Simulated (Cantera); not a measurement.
Cantera run, input and output.

```python
import numpy as np
import cantera as ct

gas = ct.Solution("h2o2.yaml")
gas.TPX = 1600, 1100000, {'H2': 1, 'O2': 0.227, 'N2': 0.855, 'H2O': 0.39}
reactor = ct.IdealGasReactor(gas, energy="on", clone=False)
net = ct.ReactorNet([reactor])
net.rtol, net.atol = 1e-08, 1e-16
show = ['H2', 'O2', 'H2O', 'O', 'H', 'HO2']
times = np.geomspace(3e-06, 5, 15)

steps = ct.SolutionArray(gas, extra=["t"])
rows = []
print(f"{'t/s':>10s}{'T/K':>9s}{'P/Pa':>11s}" + "".join(f"{s:>11s}" for s in show))
for t in times:
    while net.time < t:
        t_next = net.step()
        steps.append(gas.state, t=t_next)
    rows.append([np.interp(t, steps.t, y) for y in (steps.T, steps.P, *steps(*show).X.T)])
    print(f"{t:10.3e}{rows[-1][0]:9.1f}{rows[-1][1]:11.4g}" + "".join(f"{x:11.3e}" for x in rows[-1][2:]))
rate = np.gradient(steps.T, steps.t)
print("integrator steps:", len(steps.t))
if steps.T.max() > steps.T[0] + 200:
    print(f"time of steepest temperature rise: {steps.t[rate.argmax()]:.4e} s")
gas.TPX = 1600, 1100000, {'H2': 1, 'O2': 0.227, 'N2': 0.855, 'H2O': 0.39}
gas.equilibrate("UV")
print(f"equilibrium (UV): T = {gas.T:.1f} K  " + "  ".join(f"{s} {gas[s].X[0]:.3e}" for s in show))
```

It prints:

```
       t/s      T/K       P/Pa         H2         O2        H2O          O          H        HO2
 3.000e-06   2853.3  1.807e+06  2.356e-01  2.875e-04  3.611e-01  4.194e-04  1.873e-02  1.429e-06
 8.347e-06   2906.8  1.834e+06  2.376e-01  1.375e-04  3.652e-01  2.245e-04  1.350e-02  5.762e-07
 2.323e-05   2907.0  1.834e+06  2.376e-01  1.372e-04  3.652e-01  2.241e-04  1.349e-02  5.746e-07
 6.462e-05   2907.0  1.834e+06  2.376e-01  1.372e-04  3.652e-01  2.241e-04  1.349e-02  5.746e-07
 1.798e-04   2907.0  1.834e+06  2.376e-01  1.372e-04  3.652e-01  2.241e-04  1.349e-02  5.746e-07
 5.003e-04   2907.0  1.834e+06  2.376e-01  1.372e-04  3.652e-01  2.241e-04  1.349e-02  5.746e-07
 1.392e-03   2907.0  1.834e+06  2.376e-01  1.372e-04  3.652e-01  2.241e-04  1.349e-02  5.746e-07
 3.873e-03   2907.0  1.834e+06  2.376e-01  1.372e-04  3.652e-01  2.241e-04  1.349e-02  5.746e-07
 1.078e-02   2907.0  1.834e+06  2.376e-01  1.372e-04  3.652e-01  2.241e-04  1.349e-02  5.746e-07
 2.998e-02   2907.0  1.834e+06  2.376e-01  1.372e-04  3.652e-01  2.241e-04  1.349e-02  5.746e-07
 8.343e-02   2907.0  1.834e+06  2.376e-01  1.372e-04  3.652e-01  2.241e-04  1.349e-02  5.746e-07
 2.321e-01   2907.0  1.834e+06  2.376e-01  1.372e-04  3.652e-01  2.241e-04  1.349e-02  5.746e-07
 6.459e-01   2907.0  1.834e+06  2.376e-01  1.372e-04  3.652e-01  2.241e-04  1.349e-02  5.746e-07
 1.797e+00   2907.0  1.834e+06  2.376e-01  1.372e-04  3.652e-01  2.241e-04  1.349e-02  5.746e-07
 5.000e+00   2907.0  1.834e+06  2.376e-01  1.372e-04  3.652e-01  2.241e-04  1.349e-02  5.746e-07
integrator steps: 1043
time of steepest temperature rise: 1.4661e-06 s
equilibrium (UV): T = 2907.0 K  H2 2.376e-01  O2 1.372e-04  H2O 3.652e-01  O 2.241e-04  H 1.349e-02  HO2 5.746e-07
```

Computed with Cantera and the H2/O2 subset of GRI-Mech 3.0, which has no nitrogen chemistry. The hydrogen kinetics of GRI-Mech 3.0 are dated; newer H2 mechanisms differ, most at raised pressure.
